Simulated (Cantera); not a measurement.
A perfectly stirred reactor is fed with H₂ : O₂ = 0.0056 : 1 (molar parts), equivalence ratio 0.0028, at 10.00 Torr; it is held at 1200 K, and followed from long to short residence time.

Cantera simulation using the H2/O2 subset of GRI-Mech 3.0, which has no nitrogen chemistry; the numbers are that mechanism's predictions, not measurements. Radical loss at walls, strong at low pressure, is not modelled.

One state of this run: x H₂ = 0.000110; x O₂ = 0.991; x H₂O = 0.00518; x O = 0.00336; x H₂O₂ = 1.40e-8; x OH = 0.000462. x: mole fraction; the columns are a selection and need not sum to one.

### Question
Which value of τ (s) does it belong to?
(A) 0.0033
(B) 0.022
(C) 0.0085
(D) 0.14

### Answer
D, 0.14
